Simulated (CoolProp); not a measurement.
Vapour-liquid equilibrium of n-heptane (1) + toluene (2) at 163.95 °C; x and y are mole fractions of (1).

Model: multi-fluid Helmholtz-energy mixture model, Span 2003 and Lemmon 2006; pair parameters Bell 2016, in CoolProp.

```tsv
x	bubble pressure, mixture model (MPa)	bubble pressure, Raoult's law (MPa)	y, mixture model	y, Raoult's law
0.05	[?]	0.3799	0.078	0.066
0.15	0.4094	0.3927	0.210	0.191
0.25	0.4281	0.4054	0.322	0.309
0.35	0.4437	0.4181	[?]	0.419
0.45	0.4570	0.4308	[?]	0.523
0.55	0.4682	0.4435	0.602	0.621
0.65	0.4778	0.4562	0.688	0.713
0.75	0.4859	0.4689	[?]	0.801
0.85	[?]	0.4816	[?]	0.884
0.95	[?]	0.4943	0.954	0.962
```

Q: Some entries are withheld; supply them.

A: 
- 0.05, bubble pressure, mixture model (MPa): 0.3867
- 0.35, y, mixture model: 0.421
- 0.45, y, mixture model: 0.513
- 0.75, y, mixture model: 0.775
- 0.85, bubble pressure, mixture model (MPa): 0.4927
- 0.85, y, mixture model: 0.864
- 0.95, bubble pressure, mixture model (MPa): 0.4983

The largest gap from Raoult's law is +6.1 % in bubble pressure, at x = 0.35. No azeotrope shows between x = 0.05 and 0.95.

Pair parameters are fitted to limited data, so mixtures are less certain than the pure fluids.
